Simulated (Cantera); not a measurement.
A closed system holds: 1 mol SiCl4, 0.018 mol Cl2, 9.4 mol N2, held at 1100 °C and 0.0130 bar.

These are equilibrium values from Cantera (NASA tables, ideal gas, pure condensed phases), not measurements of a reactor. Candidate condensed phases: Si, Si3N4; 13 gas species. The tables' values for SiCl3 are old estimates; treat these amounts as uncertain. Equilibrium is a limit: real reactors are often held back by kinetics, nucleation or transport.

Base state: N2 0.901, SiCl4 0.0956, Cl 0.00318, Cl2 0.000249, SiCl3 0.000227 (mole fractions); condensed: gas only.

Q: What changes in the equilibrium state with this change: SiCl4 replaced by Si2H6?

A: 
| species | before | after |
|---|---|---|
| N2 | 0.901 | 0.728 |
| H2 | 0 | 0.269 |
| HCl | 0 | 0.00325 |
| SiCl4 | 0.0956 | <1e-9 |
| SiCl3 | 0.000227 | 2.32e-9 |
| Cl2 | 0.000249 | <1e-9 |
| Cl | 0.00318 | 1.52e-7 |
| H | 0 | 1.52e-5 |
| Si3N4(s), mol | 0 | 0.667 |
The feed counts by its element totals alone. N2 is the only nitrogen source here; it is nearly inert below about 1500 K, so the nitride shown seldom forms there in practice. Further candidate phases: NH4Cl.
